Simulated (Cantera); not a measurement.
## Equilibrium for abatement and gas-phase synthesis: SO2 + O2

Feed: 1 mol SO2, 1.1 mol O2, equilibrated at 3298 K and 1 atm.

Cantera equilibrium calculation (NASA polynomials, part measured and part estimated; ideal gas, pure solids and liquids). Candidate condensed phases: S; 10 gas species. The numbers say what is thermodynamically allowed, not how fast it happens.

```
Property                            Result
-------------------------------  ---------
x(O2)                                0.409
x(SO2)                               0.313
x(O)                                 0.182
x(SO)                               0.0906
x(S)                               0.00504
x(SO3)                            0.000130
x(S2)                              8.23e-5
x(S2O)                             1.95e-5
gas amount                       2.446 mol
log10 activity of S(l) (absent)      -3.96
```
